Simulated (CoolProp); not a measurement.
Model: reference Helmholtz-energy equation of state, Thol 2015, in CoolProp.

**Question.** For 1,2-dichloroethane, give the phase and the Z, isothermal compressibility (1/MPa), expansivity (1/kK) at 261.6 K and 18.8 MPa; 487.3 K and 0.245 MPa.

**Answer.** 
- 261.6 K and 18.8 MPa: liquid; Z 0.652, isothermal compressibility 0.000537, expansivity 0.995
- 487.3 K and 0.245 MPa: gas; Z 0.974, isothermal compressibility 4.19, expansivity 2.24
